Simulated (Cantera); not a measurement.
Charge: 1 mol CuF2, 0.052 mol HF, 240 mol N2, held at 1.60 Pa.

Method: chemical equilibrium by Gibbs-energy minimisation in Cantera with the NASA 1993 tables (ideal gas, pure condensed phases). Candidate condensed phases: Cu, CuF2; 25 gas species. Rates play no part.

log p: log10 of the partial pressure in bar; nothing condenses.

```
T (°C)  log p N2  log p F  log p Cu  log p CuF  log p HF  log p CuF2
------  --------  -------  --------  ---------  --------  ----------
1177       -4.80    -7.19    -10.03      -7.19     -8.46       -8.72
1277       -4.80    -7.18     -9.03      -7.19     -8.46       -9.48
1377       -4.80    -7.14     -8.21      -7.22     -8.46      -10.17
1477       -4.80        ?         ?          ?     -8.46           ?
1577       -4.80    -6.96     -7.35      -7.68     -8.47      -11.59
1677       -4.80    -6.90     -7.23      -8.14     -8.47      -12.50
1777       -4.80    -6.89     -7.20          ?     -8.47           ?
1877       -4.80    -6.88     -7.19      -9.16     -8.51      -14.34
```

Q: What belongs in the gaps?

A: 
- 1477, log p F: -7.05
- 1477, log p Cu: -7.64
- 1477, log p CuF: -7.36
- 1477, log p CuF2: -10.83
- 1777, log p CuF: -8.66
- 1777, log p CuF2: -13.44
